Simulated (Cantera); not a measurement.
An isothermal, constant-pressure homogeneous reactor starts with C₂H₆ : H₂ = 1 : 55 (molar parts), at 1098 K and 6.23 Torr. Integrator tolerance rtol = 1e-08.

Computed with Cantera and GRI-Mech 3.0 (53 species, 325 reactions). GRI-Mech 3.0 stops at C3 and has no aromatics, soot or wall deposition, so with more carbon than oxygen in the feed, carbon stays in small species such as C2H2 where larger ones or solid carbon would form. Radical loss at walls, strong at low pressure, is not modelled.

```
quantity                                            before                                      after
----------------  ----------------------------------------  -----------------------------------------
x(C₂H₆) at 300 s   2.53e-5 (gas-phase equilibrium 4.95e-7)  4.77e-12 (gas-phase equilibrium 4.79e-12)
x(H₂) at 300 s         0.978 (gas-phase equilibrium 0.965)        0.968 (gas-phase equilibrium 0.968)
x(C₂H) at 300 s      <1e-12 (gas-phase equilibrium <1e-12)    4.51e-6 (gas-phase equilibrium 4.51e-6)
x(CH₃) at 300 s    3.22e-7 (gas-phase equilibrium 1.78e-7)    5.56e-6 (gas-phase equilibrium 5.57e-6)
x(C₂H₂) at 300 s  0.00742 (gas-phase equilibrium 0.000195)      0.0171 (gas-phase equilibrium 0.0171)
x(C₂H₄) at 300 s  0.00576 (gas-phase equilibrium 0.000107)    1.06e-6 (gas-phase equilibrium 1.06e-6)
```

Task: What was changed between the two runs?
(A) pressure from 6.23 Torr to 45.0 Torr
(B) temperature 1098 to 1325 K
(C) pressure from 6.23 Torr to 540 Torr
(D) temperature 1098 to 1975 K

Result: D, temperature 1098 to 1975 K
